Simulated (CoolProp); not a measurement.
Vapour-liquid equilibrium of C2F6 (R116) (1) + propane (2) at -23.15 °C; x and y are mole fractions of (1).

Values from CoolProp's multi-fluid Helmholtz-energy mixture model, Lemmon 2006 and Lemmon 2009; pair parameters Bell 2016.

| x | bubble pressure (bar) | y at the bubble point | dew pressure at overall composition x (bar) | liquid density (mol/L) |
|---|---|---|---|---|
| 0.05 | (withheld) | 0.463 | 2.297 | 12.45 |
| 0.2 | 6.873 | 0.689 | 2.736 | 11.84 |
| 0.35 | 7.747 | 0.733 | 3.373 | 11.26 |
| 0.5 | 8.200 | 0.760 | (withheld) | 10.72 |
| 0.65 | 8.647 | 0.797 | 6.185 | 10.26 |
| 0.8 | 9.108 | 0.857 | 8.680 | 9.890 |
| 0.95 | (withheld) | 0.956 | 9.439 | 9.614 |

Question: Some entries are withheld; supply them.

Answer: 
- 0.05, bubble pressure (bar): 4.086
- 0.5, dew pressure at overall composition x (bar): 4.383
- 0.95, bubble pressure (bar): 9.450

No azeotrope shows between x = 0.05 and 0.95.

Pair parameters are fitted to limited data, so mixtures are less certain than the pure fluids. With so large a gap from Raoult's law the liquid may split in two, which this calculation doesn't test in full.
